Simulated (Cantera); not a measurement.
Input (Python, Cantera):

```python
import numpy as np
import cantera as ct

gas = ct.Solution("gri30.yaml")
gas.TPX = 1300, 100000, {'N2O': 1, 'N2': 2}
inlet = ct.Reservoir(gas, clone=True)

reactor = ct.IdealGasConstPressureReactor(gas, energy="off", clone=False)
exhaust = ct.Reservoir(gas, clone=True)
tau = [14, 4.9, 1.7, 0.62, 0.22, 0.079, 0.028, 0.0099, 0.0035, 0.0013, 0.00045][0]
for a, b in ((inlet, reactor), (reactor, exhaust)):
    ct.MassFlowController(a, b, mdot=lambda t: reactor.mass / tau)
net = ct.ReactorNet([reactor])
show = ['N2O', 'NO', 'NO2', 'N2', 'O2', 'O']

rows = []
print(f"{'tau/s':>10s}{'T/K':>9s}" + "".join(f"{s:>11s}" for s in show))
for tau in [14, 4.9, 1.7, 0.62, 0.22, 0.079, 0.028, 0.0099, 0.0035, 0.0013, 0.00045]:
    net.initial_time = 0.0
    net.advance(30 * tau)
    before = gas.X
    net.advance(40 * tau)
    drift = np.max(np.abs(gas.X - before) / (gas.X + 1e-9))
    rows.append([gas.T, *gas[show].X, drift])
    print(f"{tau:10.3e}{gas.T:9.1f}" + "".join(f"{x:11.3e}" for x in gas[show].X))
```

It prints:

```
     tau/s      T/K        N2O         NO        NO2         N2         O2          O
 1.400e+01   1300.0  9.890e-03  1.338e-02  1.237e-04  8.448e-01  1.318e-01  1.418e-06
 4.900e+00   1300.0  2.471e-02  1.822e-02  1.684e-04  8.339e-01  1.230e-01  2.207e-06
 1.700e+00   1300.0  5.712e-02  2.185e-02  2.014e-04  8.136e-01  1.073e-01  3.299e-06
 6.200e-01   1300.0  1.123e-01  2.148e-02  1.970e-04  7.822e-01  8.381e-02  4.523e-06
 2.200e-01   1300.0  1.885e-01  1.613e-02  1.463e-04  7.414e-01  5.388e-02  5.703e-06
 7.900e-02   1300.0  2.577e-01  9.056e-03  7.980e-05  7.053e-01  2.780e-02  6.519e-06
 2.800e-02   1300.0  3.010e-01  3.999e-03  3.272e-05  6.831e-01  1.180e-02  6.947e-06
 9.900e-03   1300.0  3.210e-01  1.547e-03  1.055e-05  6.729e-01  4.494e-03  7.121e-06
 3.500e-03   1300.0  3.289e-01  5.655e-04  2.614e-06  6.689e-01  1.630e-03  7.169e-06
 1.300e-03   1300.0  3.317e-01  2.115e-04  5.288e-07  6.675e-01  6.079e-04  7.145e-06
 4.500e-04   1300.0  3.328e-01  7.229e-05  7.483e-08  6.670e-01  2.074e-04  7.020e-06
```

Cantera simulation using GRI-Mech 3.0 (53 species, 325 reactions); the numbers are that mechanism's predictions, not measurements. GRI-Mech 3.0 was tuned for natural gas; its chemistry of N2O as a main component is partial and can be far from experiment. The mechanism lacks the step 2 NO + O2 → 2 NO2, which can matter for NO2 below about 1400 K. The temperature is held fixed by assumption; the heat of reaction is taken as removed at once.
